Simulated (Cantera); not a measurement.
Charge: 1 mol PbO, a varied amount of CO, 11 mol N₂, at 1048 K and 0.0100 bar.

Cantera equilibrium calculation (NASA polynomials, part measured and part estimated; ideal gas, pure solids and liquids). Candidate condensed phases: C, Pb, PbO, PbO₂, Pb₃O₄; 27 gas species. Mutual solubility and eutectic melting of coexisting phases are not modelled. Rates play no part.

**Question.** Which condensed phases are stable at each of these points (n(CO) (mol)): 0.62, 1, 1.4, 1.8, 2.2, 2.5, 2.9?

**Answer.** 
```csv
n(CO) (mol),condensed phases,Pb condensed (%)
0.62,Pb(l) + PbO(yellow),94.6
1,Pb(l),94.6
1.4,Pb(l),94.4
1.8,Pb(l),94.3
2.2,Pb(l),94.1
2.5,Pb(l),93.9
2.9,Pb(l),93.8
```

At 0.62 mol CO the condensed part is Pb(l) + PbO(yellow). From 1 mol CO to 2.9 mol CO the condensed part is Pb(l).
